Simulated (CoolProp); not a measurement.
Vapour-liquid equilibrium of propylene (1) + dimethyl ether (2) at 592 kPa; x and y are mole fractions of (1).

Values from CoolProp's multi-fluid Helmholtz-energy mixture model, Lemmon 2013 and Wu 2011; pair parameters Bell 2016.

```json
[
 {"x": "0.05", "bubble temperature, mixture model (°C)": "…", "bubble temperature, Raoult's law (°C)": "23.5", "y, mixture model": "0.099", "y, Raoult's law": "0.094"},
 {"x": "0.2", "bubble temperature, mixture model (°C)": "17.5", "bubble temperature, Raoult's law (°C)": "18.9", "y, mixture model": "0.340", "y, Raoult's law": "0.334"},
 {"x": "0.35", "bubble temperature, mixture model (°C)": "12.9", "bubble temperature, Raoult's law (°C)": "14.7", "y, mixture model": "0.519", "y, Raoult's law": "0.524"},
 {"x": "0.5", "bubble temperature, mixture model (°C)": "9.2", "bubble temperature, Raoult's law (°C)": "10.9", "y, mixture model": "…", "y, Raoult's law": "0.675"},
 {"x": "0.65", "bubble temperature, mixture model (°C)": "…", "bubble temperature, Raoult's law (°C)": "7.5", "y, mixture model": "0.772", "y, Raoult's law": "0.797"},
 {"x": "0.8", "bubble temperature, mixture model (°C)": "…", "bubble temperature, Raoult's law (°C)": "4.3", "y, mixture model": "0.873", "y, Raoult's law": "0.896"},
 {"x": "0.95", "bubble temperature, mixture model (°C)": "…", "bubble temperature, Raoult's law (°C)": "1.4", "y, mixture model": "…", "y, Raoult's law": "0.976"}
]
```

Question: What belongs in the gaps?

Answer: 
- 0.05, bubble temperature, mixture model (°C): 23.0
- 0.5, y, mixture model: 0.658
- 0.65, bubble temperature, mixture model (°C): 6.1
- 0.8, bubble temperature, mixture model (°C): 3.5
- 0.95, bubble temperature, mixture model (°C): 1.2
- 0.95, y, mixture model: 0.968

The largest gap from Raoult's law is -1.8 K in bubble temperature, at x = 0.35. No azeotrope shows between x = 0.05 and 0.95.

Pair parameters are fitted to limited data, so mixtures are less certain than the pure fluids.
